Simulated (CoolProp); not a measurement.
Vapour-liquid equilibrium of cyclohexane (1) + ethylbenzene (2) at 672 kPa; x and y are mole fractions of (1).

The numbers come from the multi-fluid Helmholtz-energy mixture model, Zhou 2014 and Zhou 2012; pair parameters Bell 2016 in CoolProp.

| x | bubble temperature, mixture model (K) | bubble temperature, Raoult's law (K) | y, mixture model | y, Raoult's law |
|---|---|---|---|---|
| 0.05 | 491.9 | 492.1 | 0.122 | 0.134 |
| 0.2 | 477.1 | 478.2 | 0.410 | 0.434 |
| 0.35 | 465.0 | 466.7 | 0.604 | 0.632 |
| 0.5 | 455.3 | 457.0 | 0.738 | 0.768 |
| 0.65 | 447.4 | 448.6 | 0.835 | 0.864 |
| 0.8 | 440.8 | 441.4 | 0.912 | 0.934 |
| 0.95 | 435.0 | 435.1 | 0.979 | 0.986 |

The largest gap from Raoult's law is -1.7 K in bubble temperature, at x = 0.5. No azeotrope shows between x = 0.05 and 0.95.

Pair parameters are fitted to limited data, so mixtures are less certain than the pure fluids.
